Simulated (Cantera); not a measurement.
Feed: 1 mol SiH₂Cl₂, a varied amount of O₂, 150 mol N₂, equilibrated at 1848.15 K and 0.0100 bar.

Equilibrium computed with Cantera from the NASA thermochemical tables; the gas is ideal and each condensed phase is pure. Candidate condensed phases: H₂O, NH₄Cl, Si, SiO₂, Si₂N₂O, Si₃N₄; 47 gas species. The tables' values for SiCl, SiCl₃, SiN are old estimates; treat these amounts as uncertain. The tables hold silica as quartz up to 1696 K and as liquid above; real silica turns to tridymite and cristobalite and melts near 1996 K. Kinetics and transport are ignored.

x: gas mole fraction; n: condensed amount in mol.

```tsv
n(O₂) (mol)	x N₂	x O₂	x HCl	x SiO	x Cl	n SiO₂(condensed)
0.11	0.985	<1e-12	0.00359	0.00144	0.000214	0
0.15	0.984	<1e-12	0.00424	0.00197	0.000262	0
0.2	0.984	<1e-12	0.00520	0.00262	0.000341	0
0.27	0.983	<1e-12	0.00670	0.00354	0.000489	0
0.37	0.982	<1e-12	0.00889	0.00484	0.000807	0
0.51	0.980	4.98e-9	0.0114	0.00646	0.00171	0.0102
0.7	0.982	1.28e-8	0.0114	0.00403	0.00173	0.385
0.95	0.985	2.15e-7	0.0112	0.000984	0.00190	0.850
1.3	0.984	___	___	___	___	0.997
1.8	0.980	0.00349	0.00779	7.72e-6	0.00528	0.999
2.4	0.976	___	0.00731	___	0.00570	0.999
3.3	0.970	0.0126	0.00690	4.07e-6	0.00603	0.999
```

Task: What belongs in the gaps?

Result: 
- 2.4, x O₂: 0.00708
- 2.4, x SiO: 5.42e-6
- 1.3, x O₂: 0.000712
- 1.3, x HCl: 0.00872
- 1.3, x SiO: 1.71e-5
- 1.3, x Cl: 0.00439
